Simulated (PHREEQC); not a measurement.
**Brine: speciation**

Consider water at 25 °C with 1.8 mol NaBr and 0.003 mol CaCl2 per kg of water. Closed to the air; pH follows from the charge balance.

The numbers come from PHREEQC with the ion-association model, wateq4f.dat.

| Item | Value |
|---|---|
| ionic strength | 1.81 mol/kgw |
| activity of water | 0.939 |

```
species  molality  activity   log γ
-------  --------  --------  ------
Br-          1.80      1.74  -0.016
Na+          1.80      1.39  -0.112
Cl-       0.00600   0.00344  -0.242
Ca+2      0.00300  0.000833  -0.557
H+        1.56e-7   1.13e-7  -0.138
OH-       1.54e-7   8.28e-8  -0.269
CaOH+     1.76e-9   1.14e-9  -0.188
```

No solid was allowed to form. Caution: at this ionic strength the ion-association model is outside its range; a Pitzer model would be the better tool where its parameters exist. Complexes and solids missing from the database can't appear.
